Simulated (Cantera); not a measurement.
A perfectly stirred reactor is fed with N₂O = 1 (molar parts), at 100.0 Torr; it is held at 1023 K, and followed from long to short residence time.

Computed with Cantera and GRI-Mech 3.0 (53 species, 325 reactions). GRI-Mech 3.0 was tuned for natural gas; its chemistry of N2O as a main component is partial and can be far from experiment. The mechanism lacks the step 2 NO + O2 → 2 NO2, which can matter for NO2 below about 1400 K. The temperature is held fixed by assumption; the heat of reaction is taken as removed at once.

### Question
What does this change do: temperature 1023 to 1550 K?

### Answer
```csv
quantity,before,after
x(N₂O) at τ = 27.0 s,0.940,0.00284
x(NO) at τ = 27.0 s,0.00181,0.0785
x(O) at τ = 27.0 s,6.93e-8,3.22e-5
x(O₂) at τ = 27.0 s,0.0190,0.293
x(N₂) at τ = 27.0 s,0.0389,0.626
x(N₂O) at τ = 54.0 ms,1.000,0.480
x(NO) at τ = 54.0 ms,3.87e-6,0.0937
x(O) at τ = 54.0 ms,6.95e-8,0.000111
x(O₂) at τ = 54.0 ms,4.04e-5,0.126
x(N₂) at τ = 54.0 ms,8.28e-5,0.300
```
